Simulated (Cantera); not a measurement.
A perfectly stirred reactor is fed with 14.7 % C2H4, 85.3 % H2, at 0.263 Torr; it is held at 1998 K, and followed from long to short residence time.

Model: GRI-Mech 3.0 (53 species, 325 reactions), integrated in Cantera. GRI-Mech 3.0 was tuned for natural gas; its chemistry of ethylene as a main component is partial and can be far from experiment. GRI-Mech 3.0 stops at C3 and has no aromatics, soot or wall deposition, so with more carbon than oxygen in the feed, carbon stays in small species such as C2H2 where larger ones or solid carbon would form. Radical loss at walls, strong at low pressure, is not modelled.

One state of this run: x C2H4 = 0.126; x H2 = 0.856; x C2H6 = 1.63e-8; x CH2 = 6.08e-8; x H = 6.80e-5; x CH4 = 9.02e-7; x C2H = 2.73e-8. x: mole fraction; the columns are a selection and need not sum to one.

### Question
Which value of τ (s) does it belong to?
A. 0.0094
B. 0.045
C. 0.0043
D. 0.097

### Answer
A, 0.0094
